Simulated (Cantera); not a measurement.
Cantera run:

```python
import numpy as np
import cantera as ct

gas_names = """
    C CH CH2 CH3 CH2OH CH3O CH4 CH3OH CO CO2 COOH C2 C2H CHCO,ketyl C2H2,acetylene C2H2,vinylidene
    CH2CO,ketene C2H3,vinyl CH3CO,acetyl C2H4 C2H4O,ethylen CH3CHO,ethanal CH3COOH (HCOOH)2 C2H5 C2H6
    CH3OCH3 C2H5OH C2O C3 C3H3,propargyl C3H4,allene C3H4,propyne C3H4,cyclo- C3H5,allyl C3H6,propylene
    C3H6,cyclo- C3H6O C3H7,n-propyl C3H7,i-propyl C3H8 C3H8O,1propanol C3H8O,2propanol C3O2 C4 C4H2
    C4H4,1,3-cyclo- C4H6,butadiene C4H6,2-butyne C4H6,cyclo- C4H8,1-butene C4H8,cis2-buten
    C4H8,tr2-butene C4H8,isobutene C4H8,cyclo- (CH3COOH)2 C4H9,n-butyl C4H9,i-butyl C4H9,s-butyl
    C4H9,t-butyl C4H10,isobutane C4H10,n-butane C5 C5H6,1,3cyclo- C5H8,cyclo- C5H10,1-pentene
    C5H10,cyclo- C5H11,pentyl C5H11,t-pentyl C5H12,n-pentane C5H12,i-pentane CH3C(CH3)2CH3 C6H2
    C6H5,phenyl C6H5O,phenoxy C6H6 C6H5OH,phenol C6H10,cyclo- C6H12,1-hexene C6H12,cyclo- C6H13,n-hexyl
    C7H7,benzyl C7H8 C7H8O,cresol C7H14,1-heptene C7H15,n-heptyl C7H16,n-heptane C8H8,styrene
    C8H10,ethylbenz C8H16,1-octene C8H17,n-octyl C8H18,isooctane C8H18,n-octane C9H19,n-nonyl
    C10H8,naphthale C10H21,n-decyl C12H9,o-bipheny C12H10,bipheny Fe FeC5O5 FeO Fe(OH)2 H HCO HO2 H2
    HCHO,formaldehy HCOOH H2O H2O2 O OH O2 O3
""".split()
cond_names = """
    C(gr) C6H6(L) C7H8(L) C8H18(L),n-octa Fe(a) Fe(c) Fe(d) Fe(L) FeC5O5(L) FeO(s) FeO(L) Fe(OH)2(s)
    Fe(OH)3(s) Fe2O3(s) Fe3O4(s) H2O(s) H2O(L)
""".split()


def load(file, names, dense=False):
    # The tables refer to 1 bar. Condensed volumes are neglected.
    table = {s.name: s for s in ct.Species.list_from_file(file)}
    out = []
    for n in names:
        d = dict(table[n].input_data)
        d["thermo"] = dict(d["thermo"], **{"reference-pressure": 1e5})
        if dense:
            d["equation-of-state"] = {"model": "constant-volume", "density": "1e6 g/cm^3"}
        out.append(ct.Species.from_dict(d))
    return out


gas = ct.Solution(thermo="ideal-gas", species=load("nasa_gas.yaml", gas_names))
cond = {s.name: ct.Solution(thermo="fixed-stoichiometry", species=[s], name=s.name)
        for s in load("nasa_condensed.yaml", cond_names, dense=True)}
atoms = {
    'Fe2O3': {'Fe': 2, 'O': 3},
    'CO': {'C': 1, 'O': 1},
    'H2': {'H': 2},
}
top_T = {'C(gr)': 4500, 'Fe2O3(s)': 1830, 'Fe3O4(s)': 1870}  # K; cautious upper limits of use, not melting points


def equilibrate(T, P, feed):
    n = {}
    for name, mol in feed.items():
        for a, k in atoms[name].items():
            n[a] = n.get(a, 0.0) + k * mol
    gas.TPX = T, P, n
    mass = sum(n.values()) * gas.mean_molecular_weight
    gas.equilibrate("TP")
    valid = [c for c in cond.values() if c.min_temp <= T <= top_T.get(c.name, c.max_temp)]
    mix = ct.Mixture([(gas, mass / gas.mean_molecular_weight)] + [(c, 0.0) for c in valid])
    mix.T, mix.P = T, P
    mix.equilibrate("TP", solver="vcs", rtol=1e-11, max_steps=5000)
    return mix


results = []
T = 900  # K
P = 130000  # Pa
for m in [1.1, 1.5, 2.1, 3, 4.2, 5.9, 8.2, 12]:
    feed = {'Fe2O3': 1, 'CO': 1.6, 'H2': m}  # mol
    mix = equilibrate(T, P, feed)
    results.append((T, P, feed, dict(zip(mix.species_names, mix.species_moles))))

top = {s: max(r[3][s] / sum(r[3][g] for g in gas_names) for r in results) for s in gas_names}
cols = sorted((s for s in top if top[s] > 0.001), key=lambda s: -top[s])[:9]
seen = [c for c in cond_names if any(r[3].get(c, 0) > 1e-12 for r in results)]
print("log10 of partial pressures in bar; condensed amounts in mol")
print(f"{'n(H2)':>10s}" + "".join(f"{s[:9]:>10s}" for s in cols + seen))
for T, P, feed, n in results:
    ng = sum(n[g] for g in gas_names)
    print(f"{feed['H2']:10.4g}" + "".join(f"{np.log10(max(n[s] / ng * P / 1e5, 1e-99)):10.3f}" for s in cols)
          + "".join(f"{n.get(c, 0):10.4g}" for c in seen))
```

Output:

```
log10 of partial pressures in bar; condensed amounts in mol
     n(H2)        H2       CO2        CO       H2O       CH4     C(gr)    FeO(s)
       1.1    -0.502    -0.345    -0.546    -0.662    -1.509    0.1808         2
       1.5    -0.416    -0.430    -0.588    -0.619    -1.337    0.1853         2
       2.1    -0.334    -0.542    -0.644    -0.593    -1.173    0.1699         2
         3    -0.260    -0.685    -0.716    -0.590    -1.025    0.1127         2
       4.2    -0.202    -0.843    -0.796    -0.610    -0.912         0         2
       5.9    -0.143    -1.047    -0.945    -0.606    -0.888         0         2
       8.2    -0.092    -1.296    -1.123    -0.626    -0.892         0         2
        12    -0.040    -1.659    -1.377    -0.683    -0.934         0         2
```

Method: chemical equilibrium by Gibbs-energy minimisation in Cantera with the NASA 1993 tables (ideal gas, pure condensed phases). The tables' stoichiometric FeO is somewhat more stable than real wüstite, so its field is too wide. FeO: taken at fixed stoichiometry.
